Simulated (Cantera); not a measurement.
What does this Cantera script print?

```python
import numpy as np
import cantera as ct

gas_names = """
    CL CL2 H HCL H2 Si SiCL SiCL2 SiCL3 SiCL4 SiH SiHCL3 SiH2 SiH2CL2 SiH3 SiH3CL SiH4 Si2 Si3
""".split()
cond_names = """
    Si(cr) Si(L)
""".split()


def load(file, names, dense=False):
    # The tables refer to 1 bar. Condensed volumes are neglected.
    table = {s.name: s for s in ct.Species.list_from_file(file)}
    out = []
    for n in names:
        d = dict(table[n].input_data)
        d["thermo"] = dict(d["thermo"], **{"reference-pressure": 1e5})
        if dense:
            d["equation-of-state"] = {"model": "constant-volume", "density": "1e6 g/cm^3"}
        out.append(ct.Species.from_dict(d))
    return out


gas = ct.Solution(thermo="ideal-gas", species=load("nasa_gas.yaml", gas_names))
cond = {s.name: ct.Solution(thermo="fixed-stoichiometry", species=[s], name=s.name)
        for s in load("nasa_condensed.yaml", cond_names, dense=True)}
atoms = {
    'Si': {'Si': 1},
    'Cl2': {'CL': 2},
    'H2': {'H': 2},
    'HCl': {'H': 1, 'CL': 1},
}
top_T = {}  # K; cautious upper limits of use, not melting points


def equilibrate(T, P, feed):
    n = {}
    for name, mol in feed.items():
        for a, k in atoms[name].items():
            n[a] = n.get(a, 0.0) + k * mol
    gas.TPX = T, P, n
    mass = sum(n.values()) * gas.mean_molecular_weight
    gas.equilibrate("TP")
    valid = [c for c in cond.values() if c.min_temp <= T <= top_T.get(c.name, c.max_temp)]
    mix = ct.Mixture([(gas, mass / gas.mean_molecular_weight)] + [(c, 0.0) for c in valid])
    mix.T, mix.P = T, P
    mix.equilibrate("TP", solver="vcs", rtol=1e-11, max_steps=5000)
    return mix


results = []
feed = {'Si': 1, 'Cl2': 1.3, 'H2': 16, 'HCl': 1.4}  # mol
P = 66000  # Pa
for T in [1023, 1123, 1223, 1323, 1423, 1523, 1623]:
    mix = equilibrate(T, P, feed)
    results.append((T, P, feed, dict(zip(mix.species_names, mix.species_moles))))

top = {s: max(r[3][s] / sum(r[3][g] for g in gas_names) for r in results) for s in gas_names}
cols = sorted((s for s in top if top[s] > 0.001), key=lambda s: -top[s])[:9]
seen = [c for c in cond_names if any(r[3].get(c, 0) > 1e-12 for r in results)]
print("log10 of partial pressures in bar; condensed amounts in mol")
print(f"{'T/K':>10s}" + "".join(f"{s[:9]:>10s}" for s in cols + seen))
for T, P, feed, n in results:
    ng = sum(n[g] for g in gas_names)
    print(f"{T:10.4g}" + "".join(f"{np.log10(max(n[s] / ng * P / 1e5, 1e-99)):10.3f}" for s in cols)
          + "".join(f"{n.get(c, 0):10.4g}" for c in seen))
```

Result:

```
log10 of partial pressures in bar; condensed amounts in mol
       T/K        H2       HCL     SiCL2     SiCL4    SiHCL3     SiCL3   SiH2CL2    Si(cr)
      1023    -0.214    -1.911    -4.073    -1.592    -1.968    -3.495    -3.300         0
      1123    -0.218    -1.758    -3.104    -1.667    -1.893    -2.933    -3.031         0
      1223    -0.224    -1.551    -2.492    -1.761    -1.945    -2.578    -3.004   0.03788
      1323    -0.234    -1.372    -2.074    -1.926    -2.082    -2.369    -3.082   0.07729
      1423    -0.243    -1.255    -1.787    -2.208    -2.307    -2.296    -3.222   0.08134
      1523    -0.250    -1.193    -1.622    -2.616    -2.623    -2.356    -3.423   0.06114
      1623    -0.253    -1.168    -1.539    -3.094    -2.989    -2.501    -3.657   0.03801
```

Equilibrium computed with Cantera from the NASA thermochemical tables; the gas is ideal and each condensed phase is pure. The tables' values for SiCl3 are old estimates; treat these amounts as uncertain.
